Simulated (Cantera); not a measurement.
# Reactions in the system H-N-O-V

Standard-state values (1 bar) from the NASA 1993 polynomials, evaluated with Cantera. Values are per mole of reaction as written; species without (g) are pure solids or liquids, kept so even where they would boil at 1 bar.

NH₃(g) + 3 V₂O₅ ⇌ 3 OH(g) + N(g) + 3 V₂O₄

```json
[
 {"T (K)": "300", "ΔH° (kJ)": "1007.0", "ΔS° (J/K)": "430.8", "ΔG° (kJ)": "877.7", "log10 K": "-152.82", "condensed phases": "V₂O₅(s), V₂O₄(s)"},
 {"T (K)": "2623", "ΔH° (kJ)": "1267.6", "ΔS° (J/K)": "536.6", "ΔG° (kJ)": "-140.0", "log10 K": "2.79", "condensed phases": "V₂O₅(l), V₂O₄(l)"},
 {"T (K)": "2648", "ΔH° (kJ)": "1270.7", "ΔS° (J/K)": "537.8", "ΔG° (kJ)": "-153.4", "log10 K": "3.03", "condensed phases": "V₂O₅(l), V₂O₄(l)"},
 {"T (K)": "2673", "ΔH° (kJ)": "1273.7", "ΔS° (J/K)": "538.9", "ΔG° (kJ)": "-166.9", "log10 K": "3.26", "condensed phases": "V₂O₅(l), V₂O₄(l)"},
 {"T (K)": "2698", "ΔH° (kJ)": "1276.7", "ΔS° (J/K)": "540.0", "ΔG° (kJ)": "-180.4", "log10 K": "3.49", "condensed phases": "V₂O₅(l), V₂O₄(l)"},
 {"T (K)": "2723", "ΔH° (kJ)": "1279.7", "ΔS° (J/K)": "541.2", "ΔG° (kJ)": "-193.9", "log10 K": "3.72", "condensed phases": "V₂O₅(l), V₂O₄(l)"},
 {"T (K)": "2748", "ΔH° (kJ)": "1282.7", "ΔS° (J/K)": "542.3", "ΔG° (kJ)": "-207.4", "log10 K": "3.94", "condensed phases": "V₂O₅(l), V₂O₄(l)"}
]
```
